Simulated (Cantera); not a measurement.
A closed system holds: 1 mol trisilylamine, 0.56 mol N2, 31 mol NH3.

Equilibrium computed with Cantera from the NASA thermochemical tables; the gas is ideal and each condensed phase is pure. Candidate condensed phases: Si, Si3N4; 18 gas species. The feed counts by its element totals alone. Kinetics and transport are ignored.

Question: What condenses at these points (T in °C, P in Pa): (1202, 3700); (1052, 3700); (1427, 5); (1127, 26); (1427, 19000)?

Answer: 
| T (°C) | P in Pa | condensed phases | Si condensed (%) |
|---|---|---|---|
| 1202 | 3700 | Si3N4 | 100.0 |
| 1052 | 3700 | Si3N4 | 100.0 |
| 1427 | 5 | Si | 67.7 |
| 1127 | 26 | Si3N4 | 100.0 |
| 1427 | 19000 | Si3N4 | 100.0 |
